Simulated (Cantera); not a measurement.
Input (Python, Cantera) and output of one run.

```python
import numpy as np
import cantera as ct

gas_names = """
    H HO2 H2 H2O H2O2 O OH O2 O3 Pb PbO Pb2
""".split()
cond_names = """
    H2O(s) H2O(L) Pb(cr) Pb(L) PbO(rd) PbO(yw) PbO(L) PbO2(s) Pb3O4(s)
""".split()


def load(file, names, dense=False):
    # The tables refer to 1 bar. Condensed volumes are neglected.
    table = {s.name: s for s in ct.Species.list_from_file(file)}
    out = []
    for n in names:
        d = dict(table[n].input_data)
        d["thermo"] = dict(d["thermo"], **{"reference-pressure": 1e5})
        if dense:
            d["equation-of-state"] = {"model": "constant-volume", "density": "1e6 g/cm^3"}
        out.append(ct.Species.from_dict(d))
    return out


gas = ct.Solution(thermo="ideal-gas", species=load("nasa_gas.yaml", gas_names))
cond = {s.name: ct.Solution(thermo="fixed-stoichiometry", species=[s], name=s.name)
        for s in load("nasa_condensed.yaml", cond_names, dense=True)}
atoms = {
    'Pb': {'Pb': 1},
    'O2': {'O': 2},
    'H2': {'H': 2},
}
top_T = {'Pb3O4(s)': 820}  # K; cautious upper limits of use, not melting points


def equilibrate(T, P, feed):
    n = {}
    for name, mol in feed.items():
        for a, k in atoms[name].items():
            n[a] = n.get(a, 0.0) + k * mol
    gas.TPX = T, P, n
    mass = sum(n.values()) * gas.mean_molecular_weight
    gas.equilibrate("TP")
    valid = [c for c in cond.values() if c.min_temp <= T <= top_T.get(c.name, c.max_temp)]
    mix = ct.Mixture([(gas, mass / gas.mean_molecular_weight)] + [(c, 0.0) for c in valid])
    mix.T, mix.P = T, P
    mix.equilibrate("TP", solver="vcs", rtol=1e-11, max_steps=5000)
    return mix


results = []
P = 100000  # Pa
for T in [975, 1025, 1075, 1125, 1175, 1225, 1275, 1325, 1375, 1425, 1475, 1525, 1575]:
    for m in [10, 16, 21, 27, 32, 38, 43, 49, 54, 60, 65]:
        feed = {'Pb': 1, 'O2': 0.38, 'H2': m}  # mol
        mix = equilibrate(T, P, feed)
        results.append((T, P, feed, dict(zip(mix.species_names, mix.species_moles))))

for T, P, feed, n in results:
    print(f"{T:7g} {feed['H2']:10.4g}  " + (" + ".join(c for c in cond_names if n.get(c, 0) > 1e-12) or "gas only"))
```

It prints:

```
    975         10  Pb(L)
    975         16  Pb(L)
    975         21  Pb(L)
    975         27  Pb(L)
    975         32  Pb(L)
    975         38  Pb(L)
    975         43  Pb(L)
    975         49  Pb(L)
    975         54  Pb(L)
    975         60  Pb(L)
    975         65  Pb(L)
   1025         10  Pb(L)
   1025         16  Pb(L)
   1025         21  Pb(L)
   1025         27  Pb(L)
   1025         32  Pb(L)
   1025         38  Pb(L)
   1025         43  Pb(L)
   1025         49  Pb(L)
   1025         54  Pb(L)
   1025         60  Pb(L)
   1025         65  Pb(L)
   1075         10  Pb(L)
   1075         16  Pb(L)
   1075         21  Pb(L)
   1075         27  Pb(L)
   1075         32  Pb(L)
   1075         38  Pb(L)
   1075         43  Pb(L)
   1075         49  Pb(L)
   1075         54  Pb(L)
   1075         60  Pb(L)
   1075         65  Pb(L)
   1125         10  Pb(L)
   1125         16  Pb(L)
   1125         21  Pb(L)
   1125         27  Pb(L)
   1125         32  Pb(L)
   1125         38  Pb(L)
   1125         43  Pb(L)
   1125         49  Pb(L)
   1125         54  Pb(L)
   1125         60  Pb(L)
   1125         65  Pb(L)
   1175         10  Pb(L)
   1175         16  Pb(L)
   1175         21  Pb(L)
   1175         27  Pb(L)
   1175         32  Pb(L)
   1175         38  Pb(L)
   1175         43  Pb(L)
   1175         49  Pb(L)
   1175         54  Pb(L)
   1175         60  Pb(L)
   1175         65  Pb(L)
   1225         10  Pb(L)
   1225         16  Pb(L)
   1225         21  Pb(L)
   1225         27  Pb(L)
   1225         32  Pb(L)
   1225         38  Pb(L)
   1225         43  Pb(L)
   1225         49  Pb(L)
   1225         54  Pb(L)
   1225         60  Pb(L)
   1225         65  Pb(L)
   1275         10  Pb(L)
   1275         16  Pb(L)
   1275         21  Pb(L)
   1275         27  Pb(L)
   1275         32  Pb(L)
   1275         38  Pb(L)
   1275         43  Pb(L)
   1275         49  Pb(L)
   1275         54  Pb(L)
   1275         60  Pb(L)
   1275         65  Pb(L)
   1325         10  Pb(L)
   1325         16  Pb(L)
   1325         21  Pb(L)
   1325         27  Pb(L)
   1325         32  Pb(L)
   1325         38  Pb(L)
   1325         43  Pb(L)
   1325         49  Pb(L)
   1325         54  Pb(L)
   1325         60  Pb(L)
   1325         65  Pb(L)
   1375         10  Pb(L)
   1375         16  Pb(L)
   1375         21  Pb(L)
   1375         27  Pb(L)
   1375         32  Pb(L)
   1375         38  Pb(L)
   1375         43  Pb(L)
   1375         49  Pb(L)
   1375         54  Pb(L)
   1375         60  Pb(L)
   1375         65  Pb(L)
   1425         10  Pb(L)
   1425         16  Pb(L)
   1425         21  Pb(L)
   1425         27  Pb(L)
   1425         32  Pb(L)
   1425         38  Pb(L)
   1425         43  Pb(L)
   1425         49  Pb(L)
   1425         54  Pb(L)
   1425         60  Pb(L)
   1425         65  Pb(L)
   1475         10  Pb(L)
   1475         16  Pb(L)
   1475         21  Pb(L)
   1475         27  Pb(L)
   1475         32  Pb(L)
   1475         38  Pb(L)
   1475         43  Pb(L)
   1475         49  Pb(L)
   1475         54  gas only
   1475         60  gas only
   1475         65  gas only
   1525         10  Pb(L)
   1525         16  Pb(L)
   1525         21  Pb(L)
   1525         27  Pb(L)
   1525         32  gas only
   1525         38  gas only
   1525         43  gas only
   1525         49  gas only
   1525         54  gas only
   1525         60  gas only
   1525         65  gas only
   1575         10  Pb(L)
   1575         16  Pb(L)
   1575         21  gas only
   1575         27  gas only
   1575         32  gas only
   1575         38  gas only
   1575         43  gas only
   1575         49  gas only
   1575         54  gas only
   1575         60  gas only
   1575         65  gas only
```

These are equilibrium values from Cantera (NASA tables, ideal gas, pure condensed phases), not measurements of a reactor.
